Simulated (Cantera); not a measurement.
Adiabatic ignition

An adiabatic, constant-volume homogeneous reactor starts with CH₄ : H₂ : O₂ : N₂ = 1 : 0.7 : 1.96 : 12.7 (molar parts), at 1350 K and 248 Torr.

Detailed kinetics in Cantera: GRI-Mech 3.0 (53 species, 325 reactions).

```
t (s)     T (K)  P (bar)   x CH₄    x H₂     x O₂    x HO₂     x CO₂      x CO     x HCN
--------  -----  -------  ------  ------  -------  -------  --------  --------  --------
5.00e-6    1350    0.330  0.0611  0.0428    0.120  1.41e-8    <1e-12    <1e-12    <1e-12
1.01e-5    1350    0.330  0.0611  0.0428    0.120  2.85e-8    <1e-12    <1e-12    <1e-12
2.06e-5    1350    0.330  0.0611  0.0428    0.120  5.77e-8    <1e-12    <1e-12    <1e-12
4.17e-5    1350    0.330  0.0611  0.0428    0.120  1.16e-7    <1e-12  1.78e-12    <1e-12
8.47e-5    1350    0.330  0.0611  0.0428    0.120  2.33e-7  1.85e-12  1.74e-11    <1e-12
0.000172   1350    0.330  0.0611  0.0428    0.120  4.64e-7  2.93e-11  2.66e-10    <1e-12
0.000349   1350    0.330  0.0611  0.0428    0.120  9.35e-7   1.44e-9   1.24e-8    <1e-12
0.000707   1351    0.330  0.0608  0.0426    0.120  2.72e-6   7.52e-7   6.67e-6    <1e-12
0.00143    1414    0.346  0.0525  0.0423    0.113  6.12e-5  0.000117   0.00201  2.57e-10
0.00291    2568    0.642  <1e-12  0.0266  0.00540  1.13e-6    0.0253    0.0345  2.18e-10
0.00590    2617    0.652  <1e-12  0.0256  0.00403  1.00e-6    0.0260    0.0340  8.27e-10
0.0120     2612    0.651  <1e-12  0.0259  0.00377  9.39e-7    0.0258    0.0342   1.21e-9
0.0243     2611    0.650  <1e-12  0.0260  0.00369  9.22e-7    0.0258    0.0342   1.32e-9
0.0493     2611    0.650  <1e-12  0.0260  0.00369  9.21e-7    0.0258    0.0342   1.33e-9
0.100      2611    0.650  <1e-12  0.0260  0.00369  9.21e-7    0.0258    0.0342   1.33e-9
```
x: mole fraction; the columns are a selection and need not sum to one.

```yaml
time_of_steepest_temperature_rise: 1.79 ms
temperature at 0.100 s: 2611 K
equilibrium_temperature: 2611 K
x(CH₄) at 0.100 s: <1e-12 (gas-phase equilibrium <1e-12)
x(H₂) at 0.100 s: 0.0260 (gas-phase equilibrium 0.0260)
x(O₂) at 0.100 s: 0.00369 (gas-phase equilibrium 0.00369)
```
